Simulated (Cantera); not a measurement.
A Cantera script and what it prints.

```python
import numpy as np
import cantera as ct

gas_names = """
    H HNO HNO2 HNO3 HO2 H2 H2O H2O2 N NH NH2 NH3 NH2OH NO NO2 NO3 N2 N2H2 N2H4 N2O O OH O2 O3
""".split()
cond_names = """
    H2O(s) H2O(L)
""".split()


# ... load() reads the species with a 1 bar reference pressure and builds the phases ...
atoms = {
    'NH3': {'N': 1, 'H': 3},
    'H2O': {'H': 2, 'O': 1},
    'N2': {'N': 2},
}
top_T = {}  # K; cautious upper limits of use, not melting points


# ... equilibrate(T, P, feed) seeds the gas with the atoms and calls Mixture.equilibrate('TP', solver="vcs", rtol=1e-11, max_steps=5000) ...
results = []
feed = {'NH3': 1, 'H2O': 0.38, 'N2': 4.2}  # mol
P = 39  # Pa
for T in [1025, 1175, 1325, 1475, 1625, 1775, 1925, 2075, 2225, 2375, 2525, 2675, 2825, 2975]:
    mix = equilibrate(T, P, feed)
    results.append((T, P, feed, dict(zip(mix.species_names, mix.species_moles))))
    x = sorted(zip(gas.X, gas.species_names), reverse=True)
    print(f"T = {T:g} K  P = {P:g} Pa  gas = {mix.phase_moles(0):.4g} mol")
    print("   x: " + "  ".join(f"{s} {v:.3e}" for v, s in x if v > 0.001))
    print("   condensed (mol): " + ("  ".join(f"{mix.phase(i).name} {mix.phase_moles(i):.4g}"
          for i in range(1, mix.n_phases) if mix.phase_moles(i) > 1e-12) or "none"))
```

It prints:

```
T = 1025 K  P = 39 Pa  gas = 6.58 mol
   x: N2 7.143e-01  H2 2.280e-01  H2O 5.775e-02
   condensed (mol): none
T = 1175 K  P = 39 Pa  gas = 6.58 mol
   x: N2 7.143e-01  H2 2.280e-01  H2O 5.775e-02
   condensed (mol): none
T = 1325 K  P = 39 Pa  gas = 6.58 mol
   x: N2 7.143e-01  H2 2.279e-01  H2O 5.775e-02
   condensed (mol): none
T = 1475 K  P = 39 Pa  gas = 6.581 mol
   x: N2 7.142e-01  H2 2.278e-01  H2O 5.774e-02
   condensed (mol): none
T = 1625 K  P = 39 Pa  gas = 6.586 mol
   x: N2 7.137e-01  H2 2.269e-01  H2O 5.768e-02  H 1.702e-03
   condensed (mol): none
T = 1775 K  P = 39 Pa  gas = 6.603 mol
   x: N2 7.118e-01  H2 2.238e-01  H2O 5.743e-02  H 6.933e-03
   condensed (mol): none
T = 1925 K  P = 39 Pa  gas = 6.657 mol
   x: N2 7.060e-01  H2 2.145e-01  H2O 5.650e-02  H 2.242e-02
   condensed (mol): none
T = 2075 K  P = 39 Pa  gas = 6.791 mol
   x: N2 6.920e-01  H2 1.928e-01  H 5.923e-02  H2O 5.344e-02  OH 1.873e-03
   condensed (mol): none
T = 2225 K  P = 39 Pa  gas = 7.081 mol
   x: N2 6.635e-01  H2 1.544e-01  H 1.289e-01  H2O 4.401e-02  OH 5.321e-03  O 3.079e-03
   condensed (mol): none
T = 2375 K  P = 39 Pa  gas = 7.61 mol
   x: N2 6.170e-01  H 2.303e-01  H2 1.040e-01  H2O 2.328e-02  O 1.368e-02  OH 9.180e-03  O2 1.270e-03  NO 1.256e-03
   condensed (mol): none
T = 2525 K  P = 39 Pa  gas = 8.226 mol
   x: N2 5.706e-01  H 3.303e-01  H2 5.414e-02  O 2.921e-02  OH 7.309e-03  H2O 5.619e-03  NO 1.571e-03  O2 1.242e-03
   condensed (mol): none
T = 2675 K  P = 39 Pa  gas = 8.599 mol
   x: N2 5.459e-01  H 3.883e-01  O 3.775e-02  H2 2.204e-02  OH 3.349e-03  NO 1.278e-03
   condensed (mol): none
T = 2825 K  P = 39 Pa  gas = 8.749 mol
   x: N2 5.366e-01  H 4.117e-01  O 4.075e-02  H2 8.292e-03  OH 1.310e-03
   condensed (mol): none
T = 2975 K  P = 39 Pa  gas = 8.805 mol
   x: N2 5.332e-01  H 4.200e-01  O 4.183e-02  H2 3.222e-03
   condensed (mol): none
```

These are equilibrium values from Cantera (NASA tables, ideal gas, pure condensed phases), not measurements of a reactor.
